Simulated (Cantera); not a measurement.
Cantera run:

```python
import numpy as np
import cantera as ct

gas_names = """
    H HNO HNO2 HNO3 HO2 H2 H2O H2O2 N NH NH2 NH3 NH2OH NO NO2 NO3 N2 N2H2 N2H4 N2O O OH O2 O3 Si SiH
    SiH2 SiH3 SiH4 SiN SiO SiO2 Si2 Si2N Si3
""".split()
cond_names = """
    H2O(s) H2O(L) Si(cr) Si(L) SiO2(Lqz) SiO2(hqz) SiO2(L) Si2N2O(s) Si3N4(a)
""".split()


# ... load() reads the species with a 1 bar reference pressure and builds the phases ...
atoms = {
    'Si3N4': {'Si': 3, 'N': 4},
    'N2O': {'N': 2, 'O': 1},
    'H2': {'H': 2},
}
top_T = {'Si2N2O(s)': 2100, 'Si3N4(a)': 2400}  # K; cautious upper limits of use, not melting points


# ... equilibrate(T, P, feed) seeds the gas with the atoms and calls Mixture.equilibrate('TP', solver="vcs", rtol=1e-11, max_steps=5000) ...
results = []
feed = {'Si3N4': 1, 'N2O': 0.01, 'H2': 62}  # mol
P = 0.48  # Pa
for T in [1623, 1673, 1723, 1773, 1823, 1873, 1923, 1973, 2023, 2073, 2123]:
    mix = equilibrate(T, P, feed)
    results.append((T, P, feed, dict(zip(mix.species_names, mix.species_moles))))
    x = sorted(zip(gas.X, gas.species_names), reverse=True)
    print(f"T = {T:g} K  P = {P:g} Pa  gas = {mix.phase_moles(0):.4g} mol")
    print("   x: " + "  ".join(f"{s} {v:.3e}" for v, s in x if v > 0.001))
    print("   condensed (mol): " + ("  ".join(f"{mix.phase(i).name} {mix.phase_moles(i):.4g}"
          for i in range(1, mix.n_phases) if mix.phase_moles(i) > 1e-12) or "none"))
```

Result:

```
T = 1623 K  P = 0.48 Pa  gas = 67.23 mol
   x: H2 9.070e-01  Si 3.259e-02  H 3.005e-02  N2 2.988e-02
   condensed (mol): Si(cr) 0.7694
T = 1673 K  P = 0.48 Pa  gas = 68.67 mol
   x: H2 8.784e-01  H 4.872e-02  Si 4.316e-02  N2 2.926e-02
   condensed (mol): none
T = 1723 K  P = 0.48 Pa  gas = 69.68 mol
   x: H2 8.514e-01  H 7.680e-02  Si 4.268e-02  N2 2.884e-02
   condensed (mol): none
T = 1773 K  P = 0.48 Pa  gas = 71.17 mol
   x: H2 8.126e-01  H 1.170e-01  Si 4.185e-02  N2 2.824e-02
   condensed (mol): none
T = 1823 K  P = 0.48 Pa  gas = 73.32 mol
   x: H2 7.594e-01  H 1.723e-01  Si 4.066e-02  N2 2.741e-02
   condensed (mol): none
T = 1873 K  P = 0.48 Pa  gas = 76.35 mol
   x: H2 6.897e-01  H 2.447e-01  Si 3.908e-02  N2 2.632e-02
   condensed (mol): none
T = 1923 K  P = 0.48 Pa  gas = 80.44 mol
   x: H2 6.037e-01  H 3.341e-01  Si 3.711e-02  N2 2.498e-02
   condensed (mol): none
T = 1973 K  P = 0.48 Pa  gas = 85.76 mol
   x: H2 5.043e-01  H 4.373e-01  Si 3.482e-02  N2 2.344e-02
   condensed (mol): none
T = 2023 K  P = 0.48 Pa  gas = 92.25 mol
   x: H 5.472e-01  H2 3.985e-01  Si 3.238e-02  N2 2.179e-02
   condensed (mol): none
T = 2073 K  P = 0.48 Pa  gas = 99.52 mol
   x: H 6.534e-01  H2 2.963e-01  Si 3.002e-02  N2 2.020e-02
   condensed (mol): none
T = 2123 K  P = 0.48 Pa  gas = 106.8 mol
   x: H 7.457e-01  H2 2.074e-01  Si 2.797e-02  N2 1.881e-02
   condensed (mol): none
```

Equilibrium computed with Cantera from the NASA thermochemical tables; the gas is ideal and each condensed phase is pure. The tables' values for SiN are old estimates; treat these amounts as uncertain.
